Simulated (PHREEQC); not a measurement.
Alkaline etch or developer

A solution holds 0.4 mol/kgw NH3, 0.0011 mol/kgw Na2SiO3 and 0.0016 mol/kgw (CH3)4NCl, at 20 °C. Closed to the air; pH follows from the charge balance.

All values are PHREEQC results (ion-association model, wateq4f.dat), not measurements.

Precipitation was switched off in this run.

**Question.** Estimate the pH, activity of water.

**Answer.** pH 11.67; activity of water 0.993.

**Question.** In which forms is Si present?

**Answer.** H3SiO4- 96 %, H2SiO4-2 2.8 %, H4SiO4 1.5 % of the Si.

(CH3)4N+ isn't in the database: it is added as a free cation with an ion size of 4 Å.
